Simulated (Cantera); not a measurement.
**NO annealing gas**

A perfectly stirred reactor is fed with NO : N₂ = 1 : 2 (molar parts), at 750 Torr; it is held at 2200 K, and followed from long to short residence time.

Computed with Cantera and GRI-Mech 3.0 (53 species, 325 reactions).

```tsv
τ (s)	x NO	x N₂	x O₂	x O	x N₂O
0.72	0.0653	0.800	0.133	0.00100	2.50e-6
0.40	0.0944	0.786	0.119	0.000948	4.67e-6
0.22	0.135	0.765	0.0985	0.000870	9.09e-6
0.12	0.185	0.741	0.0736	0.000764	1.68e-5
0.064	0.236	0.715	0.0480	0.000635	2.77e-5
0.035	0.276	0.695	0.0284	0.000515	3.82e-5
0.019	0.301	0.682	0.0155	0.000417	4.63e-5
0.010	0.317	0.675	0.00793	0.000345	5.14e-5
0.0057	0.324	0.671	0.00433	0.000302	5.37e-5
0.0031	0.328	0.669	0.00221	0.000269	5.44e-5
0.0017	0.331	0.668	0.00110	0.000242	5.38e-5
```
x: mole fraction; the columns are a selection and need not sum to one.
